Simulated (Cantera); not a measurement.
A perfectly stirred reactor is fed with 100 % N2O, at 59.3 Torr; it is held at 1475 K, and followed from long to short residence time.

Computed with Cantera and GRI-Mech 3.0 (53 species, 325 reactions). GRI-Mech 3.0 was tuned for natural gas; its chemistry of N2O as a main component is partial and can be far from experiment. The temperature is held fixed by assumption; the heat of reaction is taken as removed at once.

x: mole fraction; the columns are a selection and need not sum to one.

```tsv
τ (s)	x N2O	x NO	x O	x NO2	x N2
0.50	0.291	0.109	5.42e-5	?	0.418
0.22	0.480	0.0808	5.52e-5	?	0.306
0.098	0.673	0.0510	5.57e-5	?	0.192
0.043	0.824	0.0275	5.59e-5	?	0.103
0.019	0.914	0.0135	5.60e-5	?	0.0507
0.0084	0.960	0.00625	5.59e-5	?	0.0235
0.0037	0.982	0.00280	5.56e-5	?	0.0106
0.0016	0.992	0.00121	5.50e-5	?	0.00460
0.00072	0.996	0.000534	5.36e-5	?	0.00206
0.00032	0.998	0.000225	5.08e-5	?	0.000895
```

### Question
What belongs in the gaps?

### Answer

- 0.50, x NO2: 7.02e-5
- 0.22, x NO2: 4.86e-5
- 0.098, x NO2: 2.81e-5
- 0.043, x NO2: 1.35e-5
- 0.019, x NO2: 5.53e-6
- 0.0084, x NO2: 1.92e-6
- 0.0037, x NO2: 5.51e-7
- 0.0016, x NO2: 1.28e-7
- 0.00072, x NO2: 2.79e-8
- 0.00032, x NO2: 5.24e-9
